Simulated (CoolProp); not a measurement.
Vapour-liquid equilibrium of carbon dioxide (1) + R22 (2) at -35.35 °C; x and y are mole fractions of (1).

The numbers come from the multi-fluid Helmholtz-energy mixture model, Span 1996 and Kamei 1995; pair parameters Bell 2016 in CoolProp.

```json
[
 {"x": "0.05", "bubble pressure, mixture model (kPa)": "168.6", "bubble pressure, Raoult's law (kPa)": "182.9", "y, mixture model": "0.259", "y, Raoult's law": "0.325"},
 {"x": "0.125", "bubble pressure, mixture model (kPa)": "231.9", "bubble pressure, Raoult's law (kPa)": "262.2", "y, mixture model": "0.496", "y, Raoult's law": "0.566"},
 {"x": "0.2", "bubble pressure, mixture model (kPa)": "301.0", "bubble pressure, Raoult's law (kPa)": "341.5", "y, mixture model": "0.641", "y, Raoult's law": "0.696"},
 {"x": "0.275", "bubble pressure, mixture model (kPa)": "374.6", "bubble pressure, Raoult's law (kPa)": "420.9", "y, mixture model": "0.735", "y, Raoult's law": "0.776"},
 {"x": "0.35", "bubble pressure, mixture model (kPa)": "451.8", "bubble pressure, Raoult's law (kPa)": "500.2", "y, mixture model": "0.801", "y, Raoult's law": "0.831"},
 {"x": "0.425", "bubble pressure, mixture model (kPa)": "531.8", "bubble pressure, Raoult's law (kPa)": "579.5", "y, mixture model": "0.849", "y, Raoult's law": "0.871"},
 {"x": "0.5", "bubble pressure, mixture model (kPa)": "613.6", "bubble pressure, Raoult's law (kPa)": "658.8", "y, mixture model": "0.884", "y, Raoult's law": "0.901"},
 {"x": "0.575", "bubble pressure, mixture model (kPa)": "696.7", "bubble pressure, Raoult's law (kPa)": "738.2", "y, mixture model": "0.912", "y, Raoult's law": "0.925"},
 {"x": "0.65", "bubble pressure, mixture model (kPa)": "780.8", "bubble pressure, Raoult's law (kPa)": "817.5", "y, mixture model": "0.934", "y, Raoult's law": "0.944"},
 {"x": "0.725", "bubble pressure, mixture model (kPa)": "865.6", "bubble pressure, Raoult's law (kPa)": "896.8", "y, mixture model": "0.952", "y, Raoult's law": "0.960"},
 {"x": "0.8", "bubble pressure, mixture model (kPa)": "951.4", "bubble pressure, Raoult's law (kPa)": "976.2", "y, mixture model": "0.968", "y, Raoult's law": "0.973"},
 {"x": "0.875", "bubble pressure, mixture model (kPa)": "1038", "bubble pressure, Raoult's law (kPa)": "1055", "y, mixture model": "0.981", "y, Raoult's law": "0.985"},
 {"x": "0.95", "bubble pressure, mixture model (kPa)": "1127", "bubble pressure, Raoult's law (kPa)": "1135", "y, mixture model": "0.993", "y, Raoult's law": "0.994"}
]
```

The largest gap from Raoult's law is -11.9 % in bubble pressure, at x = 0.2. No azeotrope shows between x = 0.05 and 0.95.

Pair parameters are fitted to limited data, so mixtures are less certain than the pure fluids.
